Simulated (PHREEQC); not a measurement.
Spent oxide etchant: speciation

Consider water at 25 °C with 0.0023 mol HF and 0.0034 mol H2SiF6 per kg of water. Closed to the air; pH follows from the charge balance.

All values are PHREEQC results (ion-association model, wateq4f.dat), not measurements.

Each row changes one thing in this solution. Precipitation was switched off in this run.

| case | pH | ionic strength (mol/kgw) | HF (mol/kgw) | F- (mol/kgw) | H2F2 (mol/kgw) | HF2- (mol/kgw) |
|---|---|---|---|---|---|---|
| as made | 2.22 | 0.00976 | 0.00354 | 0.000431 | 3.27e-5 | 5.87e-6 |
| H2SiF6 left out | 3.03 | 0.000972 | 0.00131 | [?] | 4.50e-6 | [?] |
| diluted 5-fold with water | 2.84 | 0.00186 | 0.00156 | 0.000765 | 6.39e-6 | 4.60e-6 |
| HF left out | 2.26 | [?] | 0.00302 | 0.000402 | 2.38e-5 | 4.66e-6 |
| 0.00021 mol/kgw NaH2PO4 added | 2.22 | 0.00989 | 0.00352 | 0.000436 | 3.24e-5 | 5.91e-6 |

Question: What belongs in the gaps?

Answer: 
- H2SiF6 left out, F- (mol/kgw): 0.000967
- H2SiF6 left out, HF2- (mol/kgw): 4.88e-6
- HF left out, ionic strength (mol/kgw): 0.00887

Species that the database lacks are ignored. Some of these states are supersaturated (in Quartz (slow to form), Chalcedony (slow to form), for instance). H3PO4, which wateq4f.dat lacks, is added to it with the constant of phreeqc.dat. SiF6-2 is the database's only silicon fluoride.
